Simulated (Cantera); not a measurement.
A perfectly stirred reactor is fed with 15.2 % CH4, 17.9 % O2, 67.0 % N2, equivalence ratio 1.7, at 19.0 bar; it is adiabatic with a 575 K inlet, and is followed from long to short residence time, starting on the burning branch (τ in s: 0.032, 0.013, 0.0051, 0.002, 0.00081, 0.00032, 0.00013, 5e-05, 2e-05, 7.9e-06, 3.1e-06).

Detailed kinetics in Cantera: GRI-Mech 3.0 (53 species, 325 reactions). The pressure lies above the range GRI-Mech 3.0 was tuned for (to about 10 atm).

Predict: blow-out, bracketed by the residence times tried; x(CH4) at τ = 32.0 ms; x(O2) at τ = 32.0 ms; x(O) at τ = 32.0 ms; x(CH2) at τ = 32.0 ms; x(CH3) at τ = 32.0 ms; x(CH4) at τ = 0.320 ms; x(O2) at τ = 0.320 ms; x(O) at τ = 0.320 ms; x(CH2) at τ = 0.320 ms; x(CH3) at τ = 0.320 ms.


| Item | Value |
|---|---|
| blow-out, bracketed by the residence times tried | burning at 0.130 ms, out at 50.0 µs |
| x(CH4) at τ = 32.0 ms | 0.00404 |
| x(O2) at τ = 32.0 ms | 0.000121 |
| x(O) at τ = 32.0 ms | 4.97e-8 |
| x(CH2) at τ = 32.0 ms | 1.53e-7 |
| x(CH3) at τ = 32.0 ms | 9.25e-5 |
| x(CH4) at τ = 0.320 ms | 0.0181 |
| x(O2) at τ = 0.320 ms | 0.00760 |
| x(O) at τ = 0.320 ms | 2.49e-6 |
| x(CH2) at τ = 0.320 ms | 3.60e-6 |
| x(CH3) at τ = 0.320 ms | 0.000832 |
